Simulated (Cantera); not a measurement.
**Catalytic stagnation flow on Pt**

A jet of 1.88 % H2, 10.9 % O2, 87.2 % N2 at 300 K and 27.8 Torr hits a platinum plate 3.8 cm away at a mass flux of 0.15 kg/m²/s; the plate temperature is set and raised in steps from an oxygen-covered start.

Model: Deutschmann's 1995 Pt surface mechanism with GRI-Mech 3.0 gas chemistry, integrated in Cantera. Catalytic surfaces can have several steady states; this one follows from the mechanism file's or the stated starting coverage.

| plate T (K) | wall x H2 | wall x O2 | wall x H2O | wall x OH | θ free Pt | θ O* | θ OH* |
|---|---|---|---|---|---|---|---|
| 700 | 0.00446 | 0.0939 | 0.0277 | <1e-8 | 0.0918 | 0.906 | 0.00186 |
| 750 | 0.00401 | 0.0934 | 0.0284 | <1e-8 | 0.109 | 0.889 | 0.00148 |
| 800 | 0.00326 | 0.0927 | 0.0297 | <1e-8 | 0.146 | 0.853 | 0.00128 |
| 850 | 0.00258 | 0.0920 | 0.0308 | 1.58e-8 | 0.199 | 0.800 | 0.00114 |
| 900 | 0.00208 | 0.0915 | 0.0316 | 4.98e-8 | 0.263 | 0.736 | 0.00101 |
| 950 | 0.00174 | 0.0912 | 0.0322 | 1.40e-7 | 0.331 | 0.668 | 0.000892 |
x: mole fraction at the wall; θ: surface coverage.
